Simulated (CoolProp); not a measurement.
Dodecamethylcyclohexasiloxane (D6) at several states: Z from the reference equation and from simpler models built on Tc = 645.8 K, pc = 961.4 kPa, ω = 0.736; each cubic takes its own stable root.

The numbers come from the reference Helmholtz-energy equation of state, Colonna 2008 in CoolProp. It is a short technical equation, of lower accuracy than the large ones.

```csv
T (K),p (kPa),phase,reference
399.5,331,liquid,0.05176
408.4,24.2,liquid,0.003753
288.2,180,liquid,0.03412
343.3,2910,liquid,0.4892
422,1460,liquid,0.2215
```

How far does each simpler model (Redlich-Kwong, Soave-Redlich-Kwong, Peng-Robinson) lie from the reference over these 5 states: mean and median of the absolute difference, and the worst?


- Redlich-Kwong: mean 5158.8 %, median 19.8 %, worst +25714.0 % at 408.4 K and 24.2 kPa
- Soave-Redlich-Kwong: mean 11.6 %, median 10.0 %, worst +16.1 % at 288.2 K and 180 kPa
- Peng-Robinson: mean 2.4 %, median 2.5 %, worst +3.7 % at 288.2 K and 180 kPa

At some of these states Redlich-Kwong gives the other phase, because its saturation line lies elsewhere.
